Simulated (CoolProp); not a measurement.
The numbers come from the reference Helmholtz-energy equation of state, Lemmon 2013 in CoolProp.

For propylene, give the phase and the density (kg/m³), speed of sound (m/s), viscosity (µPa s), conductivity (mW/(m K)) at -96.35 °C and 393 kPa.


- -96.35 °C and 393 kPa: liquid; density 668, speed of sound 1500, viscosity 373, conductivity 165

Viscosity comes from a separate model (Huber 2003), an estimate that may be off by 10 % or more. Thermal conductivity comes from a separate model (Huber 2003), an estimate that may be off by 10 % or more.
